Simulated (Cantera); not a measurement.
Feed: 1 mol C3H8, 0.27 mol H2O, 0.3 mol N2, 0.84 mol NH3, equilibrated at 2625 K and 1.33 mbar.

Method: chemical equilibrium by Gibbs-energy minimisation in Cantera with the NASA 1993 tables (ideal gas, pure condensed phases). Candidate condensed phases: C, C6H6, C7H8, C8H18, H2O; 136 gas species. Kinetics and transport are ignored.

Base state: H 0.606, H2 0.272, N2 0.0681, CO 0.0287, HCN 0.0130, C2H2 (acetylene) 0.00485, C3 0.00237, CN 0.00198 (mole fractions); condensed: C(graphite).

### Question
What changes in the equilibrium state with this change: temperature from 2625 K to 2873 K?

### Answer
```tsv
species	before	after
H	0.606	0.758
H2	0.272	0.0694
C3	0.00237	0.0553
C	0.000641	0.0107
HCN	0.0130	0.00927
N2	0.0681	0.0497
CO	0.0287	0.0224
C5	1.18e-5	0.000666
C4	2.38e-6	0.000127
C(graphite), mol	2.38	0
```
